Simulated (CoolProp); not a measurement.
The numbers come from the reference Helmholtz-energy equation of state, Platzer 1990 in CoolProp. This equation is an older, rougher fit; its heat capacities, sound speeds and derivatives of the liquid may be far off and weren't checked against measurements.

Task: Give the vapour pressure (MPa), liquid density (kg/m³), liquid conductivity (mW/(m K)) of saturated c-C4F8 (RC318) at 317.6 K.

Result: 
```
T (K)  p (MPa)  liquid density (kg/m³)  liquid conductivity (mW/(m K))
-----  -------  ----------------------  ------------------------------
317.6    0.557                    1420                            60.0
```

Thermal conductivity comes from a separate model (Huber 2003), an estimate that may be off by 10 % or more.
